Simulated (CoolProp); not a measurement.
Vapour-liquid equilibrium of R143a (1) + R1234yf (2) at 2.03 bar; x and y are mole fractions of (1).

Values from CoolProp's multi-fluid Helmholtz-energy mixture model, Lemmon and Jacobsen 2000 and Lemmon 2022; pair parameters Bell 2016.

| x | bubble temperature, mixture model (K) | bubble temperature, Raoult's law (K) | y, mixture model | y, Raoult's law |
|---|---|---|---|---|
| 0.05 | 259.2 | 259.4 | 0.099 | 0.097 |
| 0.2 | 255.2 | 255.7 | 0.340 | 0.341 |
| 0.35 | 251.9 | 252.5 | 0.522 | 0.530 |
| 0.5 | 249.1 | 249.6 | 0.665 | 0.679 |
| 0.65 | 246.6 | 246.9 | 0.784 | 0.799 |
| 0.8 | 244.4 | 244.6 | 0.885 | 0.896 |
| 0.95 | 242.4 | 242.4 | 0.973 | 0.976 |

The largest gap from Raoult's law is -0.6 K in bubble temperature, at x = 0.35. No azeotrope shows between x = 0.05 and 0.95.

The pair parameters rest on a limited set of measurements; away from them the model extrapolates.
